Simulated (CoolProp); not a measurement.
Values from CoolProp's reference Helmholtz-energy equation of state, Span 1996.

Problem. Give the vapour pressure (kPa), liquid cp (kJ/(kg K)), vapour Z, surface tension (mN/m) of saturated carbon dioxide at 239.4 K.

Solution. 
```
T (K)  p (kPa)  liquid cp (kJ/(kg K))  vapour Z  surface tension (mN/m)
-----  -------  ---------------------  --------  ----------------------
239.4     1260                   2.05     0.852                    11.3
```

Surface tension comes from a separate correlation (Mulero 2012).
